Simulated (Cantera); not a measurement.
**Premixed flame**

A freely propagating, adiabatic, planar premixed flame of 12.4 % CO, 17.4 % H₂, 2.49 % CH₄, 14.2 % O₂, 53.5 % N₂, equivalence ratio 1.4, unburnt at 400 K and 760 Torr; mixture-averaged transport, grid criteria slope 0.08 and curve 0.16, no radiation.

Computed with Cantera and GRI-Mech 3.0 (53 species, 325 reactions). Burning velocities carry a grid error of a few per cent, more on coarse grids.

```csv
z (mm),T (K),u (m/s),x CO,x H₂,x CH₄,x CH₂CO,x NO,x HCN
-0.863,400,2.34,0.124,0.174,0.0249,<1e-8,<1e-8,<1e-8
-0.575,400,2.34,0.124,0.174,0.0249,<1e-8,<1e-8,<1e-8
-0.431,400,2.34,0.124,0.173,0.0249,<1e-8,<1e-8,<1e-8
-0.288,402,2.34,0.125,0.171,0.0250,<1e-8,<1e-8,<1e-8
-0.144,580,3.30,0.126,0.146,0.0249,1.28e-7,1.38e-8,<1e-8
-0.0719,965,5.42,0.126,0.116,0.0205,5.13e-7,1.77e-7,2.18e-8
0,1415,7.93,0.128,0.0804,0.00729,2.31e-6,9.90e-7,1.59e-7
0.0719,1646,9.21,0.120,0.0533,0.000691,5.81e-7,2.78e-6,2.78e-7
0.144,1734,9.65,0.108,0.0432,3.25e-5,2.19e-8,4.89e-6,1.79e-7
0.288,1827,10.1,0.0939,0.0425,9.04e-8,<1e-8,8.61e-6,4.80e-8
0.575,1927,10.5,0.0863,0.0445,<1e-8,<1e-8,1.39e-5,<1e-8
1.15,2033,11.0,0.0858,0.0439,<1e-8,<1e-8,2.07e-5,<1e-8
2.30,2132,11.5,0.0861,0.0423,<1e-8,<1e-8,2.88e-5,<1e-8
```
x: mole fraction of selected species; z is measured from the peak of heat release.

```yaml
laminar_burning_velocity: 234 cm/s
thermal_thickness: 0.288 mm
peak x(CH₂CO): 2.33e-6
peak x(HCN): 2.81e-7
grid_points: 150
```
